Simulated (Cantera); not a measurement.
A perfectly stirred reactor is fed with 9.12 % CH₄, 0.401 % CO, 19.0 % O₂, 71.5 % N₂, at 1130 Torr; it is adiabatic with a 450 K inlet, and is followed from long to short residence time, starting on the burning branch (τ in s: 0.46, 0.18, 0.071, 0.028, 0.011, 0.0043, 0.0017, 0.00066, 0.00026, 0.0001, 4e-05, 1.6e-05).

Detailed kinetics in Cantera: GRI-Mech 3.0 (53 species, 325 reactions).

x: mole fraction; the columns are a selection and need not sum to one.

```csv
τ (s),T (K),x CH₄,x CO,x O₂,x HCN,x H₂,x N₂O
0.46,2292,5.04e-7,0.00863,0.00883,(withheld),0.00316,1.98e-7
0.18,2291,1.24e-6,0.00882,0.00915,(withheld),0.00324,2.04e-7
0.071,2286,2.93e-6,0.00930,0.00971,(withheld),0.00342,2.09e-7
0.028,2274,6.56e-6,0.0103,0.0106,(withheld),0.00384,2.13e-7
0.011,2251,1.38e-5,0.0123,0.0120,(withheld),0.00464,2.15e-7
0.0043,2213,2.74e-5,0.0152,0.0140,(withheld),0.00594,2.11e-7
0.0017,2159,5.37e-5,0.0189,0.0166,(withheld),0.00770,1.99e-7
0.00066,2091,0.000110,0.0232,0.0198,(withheld),0.00984,1.84e-7
0.00026,2013,0.000241,0.0280,0.0236,(withheld),0.0120,1.69e-7
0.00010,1921,0.000627,0.0348,0.0293,(withheld),0.0141,1.52e-7
4.0e-5,450,0.0912,0.00401,0.190,<1e-12,<1e-12,<1e-12
1.6e-5,450,0.0912,0.00401,0.190,<1e-12,<1e-12,<1e-12
```

Task: What belongs in the gaps?

Result: 
- 0.46, x HCN: 9.28e-8
- 0.18, x HCN: 1.89e-7
- 0.071, x HCN: 3.25e-7
- 0.028, x HCN: 4.77e-7
- 0.011, x HCN: 6.27e-7
- 0.0043, x HCN: 7.73e-7
- 0.0017, x HCN: 9.30e-7
- 0.00066, x HCN: 1.13e-6
- 0.00026, x HCN: 1.45e-6
- 0.00010, x HCN: 2.08e-6
